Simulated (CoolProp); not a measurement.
C3F8 (R218) along the isobar 7.74 bar: density (kg/m³) from the reference equation and from simpler models built on Tc = 345.0 K, pc = 26.40 bar, ω = 0.317; each cubic takes its own stable root.

Values from CoolProp's reference Helmholtz-energy equation of state, Lemmon 2006. It is a short technical equation, of lower accuracy than the large ones.

| T (K) | phase | reference | van der Waals | Redlich-Kwong | Soave-Redlich-Kwong |
|---|---|---|---|---|---|
| 290.3 | liquid | 1369 | 71.09 | 74.55 | 1253 |
| 298.9 | gas | 72.90 | 68.08 | 70.78 | 72.15 |
| 307.5 | gas | 68.73 | 65.37 | 67.50 | 68.43 |
| 316.1 | gas | 65.28 | 62.91 | 64.60 | 65.21 |
| 324.6 | gas | 62.36 | 60.68 | 62.04 | 62.41 |
| 333.2 | gas | 59.78 | 58.61 | 59.70 | 59.88 |
| 341.8 | gas | 57.49 | 56.70 | 57.57 | 57.61 |
| 350.4 | gas | 55.43 | 54.92 | 55.62 | 55.56 |
| 358.9 | gas | 53.58 | 53.29 | 53.85 | 53.70 |
| 367.5 | gas | 51.87 | 51.75 | 52.19 | 51.97 |
| 376.1 | gas | 50.29 | 50.30 | 50.65 | 50.38 |
| 384.7 | gas | 48.83 | 48.94 | 49.21 | 48.90 |
| 393.2 | gas | 47.49 | 47.68 | 47.88 | 47.54 |
| 401.8 | gas | 46.22 | 46.47 | 46.62 | 46.25 |
| 410.4 | gas | 45.02 | 45.32 | 45.43 | 45.04 |

At some of these states van der Waals, Redlich-Kwong gives the other phase, because its saturation line lies elsewhere.
